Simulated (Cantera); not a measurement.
What does this Cantera script print?

```python
import numpy as np
import cantera as ct

gas_names = """
    B BN BO BO2 B2 B2O B2O2 B2O3 N NO NO2 NO3 N2 N2O O O2 O3
""".split()
cond_names = """
    B(b) B(L) BN(s) B2O3(L)
""".split()


# ... load() reads the species with a 1 bar reference pressure and builds the phases ...
atoms = {
    'B2O3': {'B': 2, 'O': 3},
    'N2': {'N': 2},
    'O2': {'O': 2},
}
top_T = {'BN(s)': 3200}  # K; cautious upper limits of use, not melting points


# ... equilibrate(T, P, feed) seeds the gas with the atoms and calls Mixture.equilibrate('TP', solver="vcs", rtol=1e-11, max_steps=5000) ...
results = []
feed = {'B2O3': 1, 'N2': 2.2, 'O2': 0.36}  # mol
T = 1998  # K
P = 14  # Pa
mix = equilibrate(T, P, feed)
results.append((T, P, feed, dict(zip(mix.species_names, mix.species_moles))))
x = sorted(zip(gas.X, gas.species_names), reverse=True)
print(f"T = {T:g} K  P = {P:g} Pa  gas = {mix.phase_moles(0):.4g} mol")
print("   x: " + "  ".join(f"{s} {v:.3e}" for v, s in x if v > 0.0001))
print("   condensed (mol): " + ("  ".join(f"{mix.phase(i).name} {mix.phase_moles(i):.4g}"
      for i in range(1, mix.n_phases) if mix.phase_moles(i) > 1e-12) or "none"))
```

Result:

```
T = 1998 K  P = 14 Pa  gas = 3.674 mol
   x: N2 5.969e-01  B2O3 2.296e-01  BO2 8.026e-02  O2 6.987e-02  O 1.472e-02  BO 4.867e-03  NO 3.824e-03
   condensed (mol): none
```

Method: chemical equilibrium by Gibbs-energy minimisation in Cantera with the NASA 1993 tables (ideal gas, pure condensed phases).
